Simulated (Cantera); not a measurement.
Charge: 1 mol Si, 3.1 mol HCl, 9.3 mol H2, at 1198.15 K and 750 Torr.

Equilibrium computed with Cantera from the NASA thermochemical tables; the gas is ideal and each condensed phase is pure. Candidate condensed phases: Si; 19 gas species. The tables' values for SiCl3 are old estimates; treat these amounts as uncertain. Equilibrium is a limit: real reactors are often held back by kinetics, nucleation or transport.

Base state: H2 0.898, HCl 0.0355, SiCl4 0.0345, SiHCl3 0.0235, SiCl3 0.00359, SiCl2 0.00331, SiH2Cl2 0.00209, SiH3Cl 5.08e-5 (mole fractions); condensed: Si(s).

**Question.** What changes in the equilibrium state with this change: HCl from 3.1 to 5.4 mol?

**Answer.** 
```
species      before     after
----------  -------  --------
H2            0.898     0.811
HCl          0.0355     0.116
SiCl4        0.0345    0.0592
SiHCl3       0.0235    0.0111
SiH3Cl      5.08e-5   1.82e-6
SiH2Cl2     0.00209  0.000272
SiCl2       0.00331  0.000477
SiCl3       0.00359   0.00179
Si(s), mol    0.218         0
```
